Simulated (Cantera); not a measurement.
## Hydrocarbon pyrolysis for carbon deposition

An isothermal, constant-pressure homogeneous reactor starts with C2H6 : N2 = 1 : 190 (molar parts), at 1798 K and 240 Pa.

Cantera simulation using GRI-Mech 3.0 (53 species, 325 reactions); the numbers are that mechanism's predictions, not measurements. GRI-Mech 3.0 stops at C3 and has no aromatics, soot or wall deposition, so with more carbon than oxygen in the feed, carbon stays in small species such as C2H2 where larger ones or solid carbon would form. Radical loss at walls, strong at low pressure, is not modelled.

```csv
t (s),x C2H6,x C2H,x C2H4,x CH2,x CH3,x C2H2,x HCN
5.00e-5,0.00511,<1e-12,2.49e-8,1.24e-9,0.000251,3.40e-12,<1e-12
0.000293,0.00453,<1e-12,2.15e-6,2.48e-7,0.00138,1.53e-9,5.01e-12
0.00172,0.00209,3.54e-9,0.000370,2.36e-5,0.00520,7.39e-6,2.49e-7
0.0101,3.06e-6,4.59e-6,0.00138,3.74e-5,0.00205,0.00246,3.96e-5
0.0592,1.87e-8,2.15e-6,6.90e-5,6.86e-6,0.000221,0.00482,8.85e-5
0.347,1.13e-9,1.27e-6,2.34e-6,1.42e-6,5.17e-5,0.00505,0.000117
2.04,5.65e-11,1.02e-6,1.18e-7,2.80e-7,1.14e-5,0.00509,0.000142
11.9,<1e-12,1.03e-6,3.99e-9,2.26e-8,8.84e-7,0.00510,0.000161
70.0,<1e-12,1.37e-6,3.19e-9,1.10e-9,3.16e-8,0.00510,0.000164
```
x: mole fraction; the columns are a selection and need not sum to one.

Equilibrium at this temperature and pressure: C2H6 <1e-12, C2H 1.64e-7, C2H4 1.47e-10, CH2 2.69e-10, CH3 3.31e-9, C2H2 0.000261, HCN 0.00983 (gas phase only).
